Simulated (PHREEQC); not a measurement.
# Acid rinse or clean: speciation

A solution holds 0.0012 mol/kgw HNO3 and 4.3e-05 mol/kgw MnSO4, at 25 °C. Closed to the air; pH follows from the charge balance.

All values are PHREEQC results (ion-association model, wateq4f.dat), not measurements.

No solid was allowed to form.

**Question.** Predict the pH.

**Answer.** pH 2.94.

**Question.** In which forms is S present?

**Answer.** SO4-2 91 %, HSO4- 9.0 % of the S.

Complexes and solids missing from the database can't appear.
